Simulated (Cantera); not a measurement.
An isothermal, constant-pressure homogeneous reactor starts with 1.61 % C₂H₆, 96.8 % N₂, 1.60 % H₂O, at 1075 K and 10.5 Torr.

Detailed kinetics in Cantera: GRI-Mech 3.0 (53 species, 325 reactions). GRI-Mech 3.0 stops at C3 and has no aromatics, soot or wall deposition, so with more carbon than oxygen in the feed, carbon stays in small species such as C2H2 where larger ones or solid carbon would form. Radical loss at walls, strong at low pressure, is not modelled.

**Question.** Predict: x(C₂H₆) at 80.0 s; x(CH₃) at 80.0 s; x(H₂) at 80.0 s; x(H) at 80.0 s.

**Answer.** x(C₂H₆) at 80.0 s: 5.36e-6 (gas-phase equilibrium 5.24e-8)
x(CH₃) at 80.0 s: 1.40e-7 (gas-phase equilibrium 2.86e-8)
x(H₂) at 80.0 s: 0.0206 (gas-phase equilibrium 0.0495)
x(H) at 80.0 s: 1.01e-7 (gas-phase equilibrium 2.78e-8)
